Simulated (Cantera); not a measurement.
Cantera run, input and output.

```python
import numpy as np
import cantera as ct

gas = ct.Solution("gri30.yaml")
gas.TPX = 1650, 101325, {'C3H8': 1, 'O2': 3.57, 'N2': 25}
reactor = ct.IdealGasConstPressureReactor(gas, energy="on", clone=False)
net = ct.ReactorNet([reactor])
net.rtol, net.atol = 1e-08, 1e-16
show = ['C3H8', 'O2', 'H2', 'H2O2', 'HCN', 'H2O', 'CO2']
times = np.geomspace(2e-06, 0.7, 12)

steps = ct.SolutionArray(gas, extra=["t"])
rows = []
print(f"{'t/s':>10s}{'T/K':>9s}{'P/Pa':>11s}" + "".join(f"{s:>11s}" for s in show))
for t in times:
    while net.time < t:
        t_next = net.step()
        steps.append(gas.state, t=t_next)
    rows.append([np.interp(t, steps.t, y) for y in (steps.T, steps.P, *steps(*show).X.T)])
    print(f"{t:10.3e}{rows[-1][0]:9.1f}{rows[-1][1]:11.4g}" + "".join(f"{x:11.3e}" for x in rows[-1][2:]))
rate = np.gradient(steps.T, steps.t)
print("integrator steps:", len(steps.t))
if steps.T.max() > steps.T[0] + 200:
    print(f"time of steepest temperature rise: {steps.t[rate.argmax()]:.4e} s")
gas.TPX = 1650, 101325, {'C3H8': 1, 'O2': 3.57, 'N2': 25}
gas.equilibrate("HP")
print(f"equilibrium (HP): T = {gas.T:.1f} K  " + "  ".join(f"{s} {gas[s].X[0]:.3e}" for s in show))
```

It prints:

```
       t/s      T/K       P/Pa       C3H8         O2         H2       H2O2        HCN        H2O        CO2
 2.000e-06   1639.5  1.013e+05  3.227e-02  1.203e-01  3.708e-04  1.224e-06  1.101e-11  1.036e-04  1.216e-06
 6.383e-06   1623.4  1.013e+05  2.771e-02  1.186e-01  2.025e-03  4.589e-06  7.348e-10  1.147e-03  3.915e-05
 2.037e-05   1637.2  1.013e+05  1.207e-02  1.079e-01  1.100e-02  1.099e-05  1.838e-08  8.495e-03  4.176e-04
 6.502e-05   2338.1  1.013e+05  5.420e-42  5.248e-03  3.043e-02  5.521e-08  1.944e-07  7.462e-02  2.590e-02
 2.075e-04   2427.9  1.013e+05  3.187e-42  3.664e-03  3.018e-02  4.251e-08  1.409e-10  7.922e-02  2.798e-02
 6.623e-04   2537.5  1.013e+05  1.674e-41  1.809e-03  2.903e-02  3.099e-08  7.343e-10  8.619e-02  2.968e-02
 2.114e-03   2590.6  1.013e+05  1.528e-40  9.035e-04  2.857e-02  2.329e-08  3.354e-09  8.982e-02  3.052e-02
 6.746e-03   2591.3  1.013e+05  2.098e-40  8.073e-04  2.877e-02  2.189e-08  5.517e-09  8.990e-02  3.040e-02
 2.153e-02   2589.7  1.013e+05  2.180e-40  7.907e-04  2.889e-02  2.158e-08  6.337e-09  8.981e-02  3.030e-02
 6.872e-02   2589.6  1.013e+05  2.182e-40  7.904e-04  2.889e-02  2.158e-08  6.354e-09  8.981e-02  3.030e-02
 2.193e-01   2589.6  1.013e+05  2.182e-40  7.904e-04  2.889e-02  2.158e-08  6.354e-09  8.981e-02  3.030e-02
 7.000e-01   2589.6  1.013e+05  2.182e-40  7.904e-04  2.889e-02  2.158e-08  6.354e-09  8.981e-02  3.030e-02
integrator steps: 1577
time of steepest temperature rise: 4.0714e-05 s
equilibrium (HP): T = 2589.6 K  C3H8 3.065e-40  O2 7.904e-04  H2 2.889e-02  H2O2 2.158e-08  HCN 6.355e-09  H2O 8.981e-02  CO2 3.030e-02
```

Detailed kinetics in Cantera: GRI-Mech 3.0 (53 species, 325 reactions). GRI-Mech 3.0 was tuned for natural gas; its chemistry of propane as a main component is partial and can be far from experiment.
